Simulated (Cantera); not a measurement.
Feed: 1 mol B₂O₃, 0.31 mol NH₃, 120 mol H₂, equilibrated at 1823.15 K and 0.00133 bar.

These are equilibrium values from Cantera (NASA tables, ideal gas, pure condensed phases), not measurements of a reactor. Candidate condensed phases: B, BN, B₂O₃, B₃O₃H₃, H₂O; 39 gas species. Equilibrium is a limit: real reactors are often held back by kinetics, nucleation or transport.

Base state: H₂ 0.970, H 0.0117, HBO 0.00720, HBO₂ 0.00515, H₂O 0.00197, BO 0.00151, N₂ 0.00127, B₂O₃ 0.00104 (mole fractions); condensed: gas only.

Task: What changes in the equilibrium state with this change: temperature from 1823.15 K to 2398.15 K?

Result: 
| species | before | after |
|---|---|---|
| H₂ | 0.970 | 0.635 |
| H | 0.0117 | 0.344 |
| BO | 0.00151 | 0.0106 |
| O | 1.53e-8 | 0.000183 |
| OH | 1.65e-6 | 0.000505 |
| B₂O₃ | 0.00104 | 2.56e-5 |
| B₂O₂ | 0.000195 | 9.24e-6 |

Task: What changes in the equilibrium state with this change: temperature from 1823.15 K to 1973.15 K?

Result: 
```csv
species,before,after
H₂,0.970,0.944
H,0.0117,0.0359
HBO,0.00720,0.00660
BO,0.00151,0.00374
OH,1.65e-6,1.13e-5
BO₂,5.25e-6,1.88e-5
B₂O₃,0.00104,0.000596
H₂O,0.00197,0.00312
B₂O₂,0.000195,0.000131
```
